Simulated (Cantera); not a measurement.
## Equilibrium for fluorocarbon and chlorocarbon gases: CF₄ + H₂ + CH₄

Charge: 1 mol CF₄, 3.7 mol H₂, 0.026 mol CH₄, held at 0.760 bar.

These are equilibrium values from Cantera (NASA tables, ideal gas, pure condensed phases), not measurements of a reactor. Candidate condensed phases: C, C₆H₆, C₇H₈, C₈H₁₈; 95 gas species. The numbers say what is thermodynamically allowed, not how fast it happens.

From 1777 °C to 2977 °C the condensed part is C(graphite). The main C-bearing gas is C₂H₂ (acetylene) throughout. The share of C in condensed phases is highest at 1777 °C (99.6 %) and lowest at 2977 °C (53.6 %).

```csv
T (°C),x HF,x H₂,x H,x C₂H₂ (acetylene),n C(graphite)
1777,0.695,0.303,0.00143,0.000322,1.02
1927,0.694,0.301,0.00355,0.000773,1.02
2077,0.693,0.298,0.00781,0.00164,1.01
2227,0.690,0.291,0.0156,0.00315,0.989
2377,0.685,0.280,0.0285,0.00550,0.960
2527,0.678,0.264,0.0482,0.00881,0.915
2677,0.667,0.242,0.0761,0.0130,0.849
2827,0.651,0.212,0.112,0.0175,0.745
2977,0.627,0.178,0.155,0.0216,0.550
```
x: gas mole fraction; n: condensed amount in mol.
